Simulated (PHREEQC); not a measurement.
Dissolve 0.18 mol HF, 0.014 mol (CH3)4NF and 0.00066 mol H2SiF6 per kg of water at 25 °C. Closed to the air; pH follows from the charge balance.

Computed with PHREEQC (ion-association model, phreeqc.dat).

Task: The ionic strength comes out as 0.0249 mol/kgw. What activity coefficients do SiF6-2, H+, F-, HF2- get?

Result: SiF6-2 0.55, H+ 0.88, F- 0.86, HF2- 0.86.

No solid was allowed to form. (CH3)4N+ isn't in the database: it is added as a free cation with an ion size of 4 Å. SiF6-2 is the database's only silicon fluoride.
